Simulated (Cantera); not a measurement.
Charge: 1 mol Pb, 0.31 mol N2, at 927 °C and 0.133 bar.

Cantera equilibrium calculation (NASA polynomials, part measured and part estimated; ideal gas, pure solids and liquids). Candidate condensed phases: Pb; 4 gas species. The numbers say what is thermodynamically allowed, not how fast it happens.

Base state: N2 0.995, Pb 0.00482 (mole fractions); condensed: Pb(l).

What changes in the equilibrium state with this change: 0.0012 mol H2S added?


```
species      before    after
----------  -------  -------
N2            0.995    0.988
Pb          0.00482  0.00482
H2                0  0.00380
PbS               0  0.00380
H2S               0  2.09e-5
Pb(l), mol    0.998    0.997
```
Further candidate phases: PbS, S.
